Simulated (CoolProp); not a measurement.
Model: reference Helmholtz-energy equation of state, Akasaka 2024, in CoolProp.

For R1132(E), give the phase and the Z, expansivity (1/kK), fugacity coefficient at 289.1 K and 46.1 bar.


- 289.1 K and 46.1 bar: liquid; Z 0.127, expansivity 3.42, fugacity coefficient 0.259
